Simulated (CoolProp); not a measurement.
A closed Brayton cycle with carbon dioxide: compressor inlet 326.15 K and 9.2 MPa, high pressure 31.9 MPa, turbine inlet 665 K, compressor efficiency 0.89, turbine efficiency 0.9, recuperator effectiveness 0.8 (on enthalpy, no pinch check). Each further row changes one setting.

Values from CoolProp's reference Helmholtz-energy equation of state, Span 1996.

```json
[
 {"case": "as stated", "thermal efficiency (%)": "25.3", "net work (kJ/kg)": "61.2", "compressor to turbine work": "0.50", "compressor exit (K)": "421.6", "turbine exit (K)": "533.3"},
 {"case": "turbine inlet 615 K", "thermal efficiency (%)": "22.2", "net work (kJ/kg)": "48.5", "compressor to turbine work": "0.56", "compressor exit (K)": "421.6", "turbine exit (K)": "488.3"},
 {"case": "compressor inlet 336.15 K", "thermal efficiency (%)": "23.1", "net work (kJ/kg)": "?", "compressor to turbine work": "?", "compressor exit (K)": "?", "turbine exit (K)": "533.3"},
 {"case": "high pressure 27.1 MPa", "thermal efficiency (%)": "25.1", "net work (kJ/kg)": "?", "compressor to turbine work": "0.47", "compressor exit (K)": "408.8", "turbine exit (K)": "550.1"},
 {"case": "recuperator effectiveness 0.5", "thermal efficiency (%)": "21.8", "net work (kJ/kg)": "61.2", "compressor to turbine work": "0.50", "compressor exit (K)": "421.6", "turbine exit (K)": "533.3"}
]
```

Q: What belongs in the gaps?

A: 
- compressor inlet 336.15 K, net work (kJ/kg): 52.3
- compressor inlet 336.15 K, compressor to turbine work: 0.57
- compressor inlet 336.15 K, compressor exit (K): 442.4
- high pressure 27.1 MPa, net work (kJ/kg): 57.6
